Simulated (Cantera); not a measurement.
**N2O + SO2 (abatement and gas-phase synthesis)**

Input: 1 mol N2O, 0.76 mol SO2, held at 1973 K and 0.000170 bar.

These are equilibrium values from Cantera (NASA tables, ideal gas, pure condensed phases), not measurements of a reactor. Candidate condensed phases: S; 17 gas species. Kinetics and transport are ignored.

The x(N2) is 0.434 and the x(SO2) comes out as 0.326. The x(O2) is 0.209. The x(O) is 0.0190, the x(SO) comes out as 0.00632 and the x(NO) is 0.00527. The x(S) is 4.20e-5. The x(SO3) is 1.18e-5 and the gas amount comes out as 2.289 mol. The log10 activity of S(l) (absent) comes out as -7.14.
